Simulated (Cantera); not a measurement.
Charge: 1 mol PbO, 3.9 mol CO, 0.47 mol H₂.

These are equilibrium values from Cantera (NASA tables, ideal gas, pure condensed phases), not measurements of a reactor. Candidate condensed phases: C, C₆H₆, C₇H₈, C₈H₁₈, H₂O, Pb, PbO, PbO₂, Pb₃O₄; 113 gas species. Kinetics and transport are ignored.

Stable condensed phases, one row left out:

```
T in °C \ P in Pa
              10      36     130     460    1700    6000   22000   77000  280000 1000000
   1327        A       A       A       A       A       A       A       B       B       B
   1277        A       A       A       A       A       A       B       B       B       B
   1227        A       A       A       A       A       A       B       B       B       B
   1177        A       A       A       A       A       A       B       B       B       B
   1127        A       A       A       A       A       B       B       B       B       B
   1077        A       A       A       A       A       B       B       B       B       B
   1027        A       A       A       A       B       B       B       B       B       B
    977        A       A       A       A       B       B       B       B       B       B
    877        A       A       A       B       B       B       B       B       B       B
    827        A       A       B       B       B       B       B       B       B       C
    777        A       B       B       B       B       B       B       B       C       C
```

A: gas only; B: Pb; C: C + Pb.

Task: Give the row for 927 °C.

Result: 10: gas only; 36: gas only; 130: gas only; 460: Pb; 1700: Pb; 6000: Pb; 22000: Pb; 77000: Pb; 280000: Pb; 1000000: Pb.
